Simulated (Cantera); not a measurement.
An isothermal, constant-pressure homogeneous reactor starts with H2 : O2 : N2 = 0.44 : 1 : 5.8 (molar parts), at 775 K and 750 Torr. Integrator tolerance rtol = 1e-08.

Detailed kinetics in Cantera: the H2/O2 subset of GRI-Mech 3.0, which has no nitrogen chemistry. Below about 950 K walls govern HO2 and H2O2 in real vessels. The temperature is held fixed by assumption; the heat of reaction is taken as removed at once.

### Question
What does this change do: N2 5.8 to 7.6 parts?

### Answer
```csv
quantity,before,after
x(H2) at 200 s,0.0478 (gas-phase equilibrium <1e-12),0.0397 (gas-phase equilibrium <1e-12)
x(O2) at 200 s,0.132 (gas-phase equilibrium 0.111),0.106 (gas-phase equilibrium 0.0884)
x(HO2) at 200 s,2.76e-6 (gas-phase equilibrium 4.41e-12),2.37e-6 (gas-phase equilibrium 3.32e-12)
x(H2O) at 200 s,0.0130 (gas-phase equilibrium 0.0627),0.00894 (gas-phase equilibrium 0.0499)
x(O) at 200 s,1.55e-10 (gas-phase equilibrium <1e-12),1.44e-10 (gas-phase equilibrium <1e-12)
x(H) at 200 s,5.40e-10 (gas-phase equilibrium <1e-12),5.15e-10 (gas-phase equilibrium <1e-12)
```

### Question
What does this change do: temperature 775 to 850 K?

### Answer
```
quantity                                           before                                     after
---------------  ----------------------------------------  ----------------------------------------
x(H2) at 200 s      0.0478 (gas-phase equilibrium <1e-12)    3.35e-5 (gas-phase equilibrium <1e-12)
x(O2) at 200 s        0.132 (gas-phase equilibrium 0.111)       0.111 (gas-phase equilibrium 0.111)
x(HO2) at 200 s  2.76e-6 (gas-phase equilibrium 4.41e-12)  1.08e-7 (gas-phase equilibrium 2.72e-11)
x(H2O) at 200 s     0.0130 (gas-phase equilibrium 0.0627)     0.0626 (gas-phase equilibrium 0.0627)
x(O) at 200 s     1.55e-10 (gas-phase equilibrium <1e-12)   4.12e-11 (gas-phase equilibrium <1e-12)
x(H) at 200 s     5.40e-10 (gas-phase equilibrium <1e-12)   1.17e-12 (gas-phase equilibrium <1e-12)
```
